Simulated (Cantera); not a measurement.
A perfectly stirred reactor is fed with C2H6 : N2 = 1 : 150 (molar parts), at 0.420 bar; it is held at 1173 K, and followed from long to short residence time.

Cantera simulation using GRI-Mech 3.0 (53 species, 325 reactions); the numbers are that mechanism's predictions, not measurements. GRI-Mech 3.0 stops at C3 and has no aromatics, soot or wall deposition, so with more carbon than oxygen in the feed, carbon stays in small species such as C2H2 where larger ones or solid carbon would form.

x: mole fraction; the columns are a selection and need not sum to one.

```json
[
 {"τ (s)": "4.0", "x C2H6": "0.000168", "x C2H": "4.37e-11", "x CH3": "1.04e-6", "x CH2": "3.35e-11", "x CH4": "0.000725", "x H": "7.08e-7", "x HCN": "1.06e-10"},
 {"τ (s)": "2.2", "x C2H6": "0.000259", "x C2H": "4.82e-11", "x CH3": "1.30e-6", "x CH2": "5.13e-11", "x CH4": "0.000705", "x H": "8.24e-7", "x HCN": "1.13e-10"},
 {"τ (s)": "1.2", "x C2H6": "0.000407", "x C2H": "5.06e-11", "x CH3": "1.67e-6", "x CH2": "8.01e-11", "x CH4": "0.000680", "x H": "9.40e-7", "x HCN": "1.22e-10"},
 {"τ (s)": "0.66", "x C2H6": "0.000643", "x C2H": "4.94e-11", "x CH3": "2.18e-6", "x CH2": "1.26e-10", "x CH4": "0.000640", "x H": "1.04e-6", "x HCN": "1.32e-10"},
 {"τ (s)": "0.36", "x C2H6": "0.00103", "x C2H": "4.37e-11", "x CH3": "2.89e-6", "x CH2": "1.98e-10", "x CH4": "0.000574", "x H": "1.11e-6", "x HCN": "1.43e-10"},
 {"τ (s)": "0.20", "x C2H6": "0.00162", "x C2H": "3.42e-11", "x CH3": "3.80e-6", "x CH2": "3.00e-10", "x CH4": "0.000481", "x H": "1.13e-6", "x HCN": "1.51e-10"},
 {"τ (s)": "0.11", "x C2H6": "?", "x C2H": "2.29e-11", "x CH3": "?", "x CH2": "4.29e-10", "x CH4": "?", "x H": "1.10e-6", "x HCN": "1.53e-10"},
 {"τ (s)": "0.059", "x C2H6": "0.00362", "x C2H": "1.28e-11", "x CH3": "6.15e-6", "x CH2": "5.59e-10", "x CH4": "0.000234", "x H": "1.02e-6", "x HCN": "1.46e-10"},
 {"τ (s)": "0.032", "x C2H6": "?", "x C2H": "6.47e-12", "x CH3": "7.08e-6", "x CH2": "6.42e-10", "x CH4": "?", "x H": "?", "x HCN": "1.33e-10"},
 {"τ (s)": "0.018", "x C2H6": "0.00547", "x C2H": "3.24e-12", "x CH3": "7.51e-6", "x CH2": "6.61e-10", "x CH4": "7.29e-5", "x H": "8.33e-7", "x HCN": "1.19e-10"},
 {"τ (s)": "0.0096", "x C2H6": "0.00601", "x C2H": "1.46e-12", "x CH3": "7.43e-6", "x CH2": "6.15e-10", "x CH4": "3.57e-5", "x H": "7.48e-7", "x HCN": "9.96e-11"}
]
```

### Question
Complete the blanks.

### Answer

- 0.11, x C2H6: 0.00249
- 0.11, x CH3: 4.93e-6
- 0.11, x CH4: 0.000362
- 0.032, x C2H6: 0.00469
- 0.032, x CH4: 0.000133
- 0.032, x H: 9.17e-7
